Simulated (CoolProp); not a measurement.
Ethanol along the isotherm 412.2 K: density (kg/m³) from the reference equation and from simpler models built on Tc = 514.7 K, pc = 6268 kPa, ω = 0.644; each cubic takes its own stable root.

Model: reference Helmholtz-energy equation of state, Schroeder 2014, in CoolProp.

| p (kPa) | phase | reference |
|---|---|---|
| 9.91 | gas | 0.1334 |
| 16.7 | gas | 0.2250 |
| 28.2 | gas | 0.3806 |
| 47.6 | gas | 0.6442 |
| 80.4 | gas | 1.093 |
| 136 | gas | 1.865 |
| 229 | gas | 3.184 |
| 386 | gas | 5.506 |
| 652 | gas | 9.760 |
| 1100 | liquid | 666.4 |
| 1860 | liquid | 668.2 |
| 3130 | liquid | 671.0 |

Task: How far does each simpler model (van der Waals, Soave-Redlich-Kwong, Peng-Robinson) lie from the reference over these 12 states: mean and median of the absolute difference, and the worst?

Result: 
- van der Waals: mean 21.0 %, median 1.2 %, worst -97.5 % at 412.2 K and 1100 kPa
- Soave-Redlich-Kwong: mean 4.7 %, median 0.4 %, worst -17.6 % at 412.2 K and 1100 kPa
- Peng-Robinson: mean 1.9 %, median 0.2 %, worst -6.7 % at 412.2 K and 3130 kPa

At some of these states van der Waals gives the other phase, because its saturation line lies elsewhere.
